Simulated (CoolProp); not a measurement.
Saturation properties of nitrogen (Tc = -147.0 °C, pc = 3.396 MPa, ω = 0.037).

The numbers come from the reference Helmholtz-energy equation of state, Span 2000 in CoolProp.

```
T (°C)   p (MPa)  vapour density (kg/m³)  surface tension (mN/m)  liquid viscosity (µPa s)  vapour viscosity (µPa s)
-------  -------  ----------------------  ----------------------  ------------------------  ------------------------
-184.95   0.3080                   12.99                    6.49                       109                      6.33
-182.35   0.3858                   16.09                    5.94                       100                      6.55
-179.65   0.4809                   19.88                    5.39                      92.1                      6.80
-177.05   0.5876                   24.17                    4.86                      85.1                      7.04
-174.45   0.7104                   29.16                    4.34                      78.7                      7.30
-171.85   0.8507                   34.98                    3.83                      72.9                      7.57
-169.15    1.016                   42.04                    3.32                      67.3                      7.86
-166.55    1.197                   50.01                    2.85                      62.2                      8.17
-163.95    1.399                   59.37                    2.38                      57.4                      8.51
-161.25    1.634                   70.93                    1.92                      52.6                      8.91
-158.65    1.886                   84.38                    1.50                      48.2                      9.35
```

It boils at -195.8 °C under 1 atm.

Viscosity comes from a separate model (Lemmon 2004). Surface tension comes from a separate correlation (Mulero 2012).
